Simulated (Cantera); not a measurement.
Feed: 1 mol SiH₂Cl₂, 5.7 mol H₂, 0.094 mol C₂H₂, held at 1950 K and 0.0590 bar.

Method: chemical equilibrium by Gibbs-energy minimisation in Cantera with the NASA 1993 tables (ideal gas, pure condensed phases). Candidate condensed phases: C, C₆H₆, C₇H₈, C₈H₁₈, Si, SiC; 109 gas species. Mutual solubility and eutectic melting of coexisting phases are not modelled. The tables' values for SiCl₃, SiCl are old estimates; treat these amounts as uncertain. Gases not in the tables: Si₂H₆ and higher silanes. Rates play no part.

Base state: H₂ 0.799, HCl 0.136, SiCl₂ 0.0586, H 0.00422, SiCl₃ 0.000595, SiCl 0.000566, Cl 0.000537, Si 0.000404 (mole fractions); condensed: Si(l) + SiC(s).

Problem. What changes in the equilibrium state with this change: temperature from 1950 K to 1273.15 K?

Solution. 
```tsv
species	before	after
H₂	0.799	0.849
HCl	0.136	0.0910
SiCl₂	0.0586	0.0252
SiCl₄	7.51e-6	0.0189
Si	0.000404	<1e-9
SiH	6.70e-5	<1e-9
SiCl	0.000566	5.23e-8
Cl	0.000537	2.47e-7
SiH₂	6.34e-5	4.05e-8
Si(l), mol	0.340	0
SiC(s), mol	0.188	0.188
Si(s), mol	0	0.358
```
The tables' values for SiCl₃ are old estimates; treat these amounts as uncertain.
